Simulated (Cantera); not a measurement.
# Thermodynamics of halide evaporation, hydrolysis and transport, feed PbCl2 + H2 + N2

Input: 1 mol PbCl2, 0.9 mol H2, a varied amount of N2, equilibrated at 973 K and 0.00133 bar.

Cantera equilibrium calculation (NASA polynomials, part measured and part estimated; ideal gas, pure solids and liquids). Candidate condensed phases: NH4Cl, Pb, PbCl2; 17 gas species. The tables' values for PbCl4 are old estimates; treat these amounts as uncertain. Kinetics and transport are ignored.

| n(N2) (mol) | x N2 | x HCl | x H2 | x PbCl2 | x PbCl | x Pb | x PbCl4 | n Pb(l) |
|---|---|---|---|---|---|---|---|---|
| 2.9 | 0.581 | 0.141 | 0.110 | 0.0960 | 0.0645 | 0.00656 | 0.000782 | 0.162 |
| 4.2 | 0.665 | 0.110 | 0.0873 | 0.0739 | 0.0566 | 0.00656 | 0.000463 | 0.131 |
| 6 | 0.736 | 0.0844 | 0.0682 | 0.0554 | 0.0490 | 0.00656 | 0.000260 | 0.0930 |
| 8.8 | 0.800 | 0.0615 | 0.0511 | 0.0393 | 0.0413 | 0.00656 | 0.000131 | 0.0407 |
| 13 | 0.853 | 0.0447 | 0.0367 | 0.0267 | 0.0327 | 0.00607 | 6.56e-5 | 0 |
| 19 | 0.894 | 0.0339 | 0.0254 | 0.0180 | 0.0241 | 0.00491 | 3.65e-5 | 0 |
| 27 | 0.922 | 0.0259 | 0.0178 | 0.0122 | 0.0179 | 0.00400 | 2.07e-5 | 0 |
| 39 | 0.944 | 0.0194 | 0.0121 | 0.00800 | 0.0130 | 0.00320 | 1.12e-5 | 0 |
| 57 | 0.961 | 0.0142 | 0.00805 | 0.00512 | 0.00922 | 0.00252 | 5.79e-6 | 0 |
| 83 | 0.973 | 0.0104 | 0.00533 | 0.00325 | 0.00650 | 0.00197 | 2.98e-6 | 0 |
| 120 | 0.981 | 0.00765 | 0.00353 | 0.00206 | 0.00457 | 0.00154 | 1.53e-6 | 0 |
| 170 | 0.986 | 0.00568 | 0.00238 | 0.00133 | 0.00326 | 0.00121 | 8.10e-7 | 0 |
x: gas mole fraction; n: condensed amount in mol.

From 2.9 mol N2 to 8.8 mol N2 the condensed part is Pb(l). From 13 mol N2 to 170 mol N2 nothing is condensed. The main Pb-bearing gas is PbCl2 at 2.9 mol N2 and PbCl at 170 mol N2.
